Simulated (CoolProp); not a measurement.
n-perfluorohexane at 319.57 K and 0.0426 MPa is throttled through a valve to 0.0274 MPa with no heat exchange. Each further row changes one setting.

The numbers come from the reference Helmholtz-energy equation of state, Gao 2022 in CoolProp.

```csv
case,temperature change (K),final density (kg/m³)
as stated,[?],[?]
outlet pressure 0.00822 MPa,[?],[?]
outlet pressure 0.0356 MPa,[?],[?]
```

### Question
What belongs in the gaps?

### Answer

- as stated, temperature change (K): -0.3
- as stated, final density (kg/m³): 3.55
- outlet pressure 0.00822 MPa, temperature change (K): -0.7
- outlet pressure 0.00822 MPa, final density (kg/m³): 1.05
- outlet pressure 0.0356 MPa, temperature change (K): -0.2
- outlet pressure 0.0356 MPa, final density (kg/m³): 4.64
